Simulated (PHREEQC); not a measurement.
**Reverse-osmosis permeate: an equilibrium model**

Synthetic water in mmol/kgw, 25 °C, pH 5.87, pe 11.5:

| constituent | mmol/kgw |
|---|---|
| Na | 0.61 |
| K | 0.0624 |
| Ca | 0.108 |
| Mg | 0.00579 |
| Cl | 0.295 |
| S(6) | 0.146 |
| Alkalinity (meq/kgw) | 0.347 |
| Pb | 0.0184 |
| N(5) | 0.00268 |
| Si | 0.0168 |
| Zn | 0.0166 |
| O(0) (counted as O atoms) | 0.0138 |

Valence states are taken as typed.

Computed with PHREEQC (ion-association model, wateq4f.dat).

No solid was allowed to form.

Problem. What charge-balance error does the model give?

Solution. charge-balance error 1.8 %.

Problem. In which forms is C present?

Solution. CO2 74 %, HCO3- 25 % of the C.

Saturation is exceeded, for instance for Cerrusite; the values hold only as long as no solid forms.
